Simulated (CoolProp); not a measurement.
Model: reference Helmholtz-energy equation of state, Zhou 2012, in CoolProp.

### Question
For p-xylene, give the phase and the Z, cp (kJ/(kg K)), speed of sound (m/s), Joule-Thomson coefficient (K/MPa) at 507.8 K and 17.2 MPa.

### Answer
- 507.8 K and 17.2 MPa: liquid; Z 0.624, cp 2.39, speed of sound 744, Joule-Thomson coefficient -0.196
